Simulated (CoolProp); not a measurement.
A simple Rankine cycle with R21: condensing at 313.15 K, boiler at 3.71 MPa, turbine inlet 445.1 K, turbine efficiency 0.9, pump efficiency 0.7, no recuperator. Each further row changes one setting.

Values from CoolProp's reference Helmholtz-energy equation of state, Platzer 1990. This equation is an older, rougher fit; its heat capacities, sound speeds and derivatives of the liquid may be far off and weren't checked against measurements.

| case | thermal efficiency (%) | net work (kJ/kg) | heat in (kJ/kg) | turbine exit temperature (K) | volume ratio over the turbine |
|---|---|---|---|---|---|
| as stated | 18.9 | 50.4 | 267 | 313.1 | 12.2 |
| turbine inlet 465.1 K | 19.6 | 56.6 | 289 | 330.2 | 11.5 |
| condensing temperature 305.15 K | 20.1 | 55.4 | 276 | 305.1 | 15.3 |
| boiler pressure 2.6 MPa | 17.6 | 50.3 | 286 | 334.6 | 7.90 |
| turbine efficiency 0.8 | 16.6 | 44.4 | 267 | 315.3 | 12.5 |

The expansion ends wet for: as stated; condensing temperature 305.15 K.
